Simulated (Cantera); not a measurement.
Feed: 1 mol SiC, 0.14 mol C, 2.5 mol N2, equilibrated at 2252 °C and 0.500 bar.

Method: chemical equilibrium by Gibbs-energy minimisation in Cantera with the NASA 1993 tables (ideal gas, pure condensed phases). Candidate condensed phases: C, Si, SiC, Si3N4; 20 gas species. The tables' values for SiN are old estimates; treat these amounts as uncertain. The numbers say what is thermodynamically allowed, not how fast it happens.

Base state: N2 0.995, Si 0.00290, SiC2 0.000808, Si2C 0.000442, SiN 0.000199, CN 0.000179, C2N2 8.97e-5, Si2N 4.40e-5 (mole fractions); condensed: C(graphite) + SiC(s).

**Question.** What changes in the equilibrium state with this change: pressure from 0.500 bar to 1.10 bar?

**Answer.** 
```
species             before     after
----------------  --------  --------
N2                   0.995     0.998
Si                 0.00290   0.00132
SiC2              0.000808  0.000367
Si2C              0.000442  0.000201
Si2                2.04e-5   9.27e-6
CN                0.000179  0.000121
Si2N               4.40e-5   2.97e-5
SiN               0.000199  0.000134
C(graphite), mol     0.146     0.143
SiC(s), mol          0.988     0.994
```
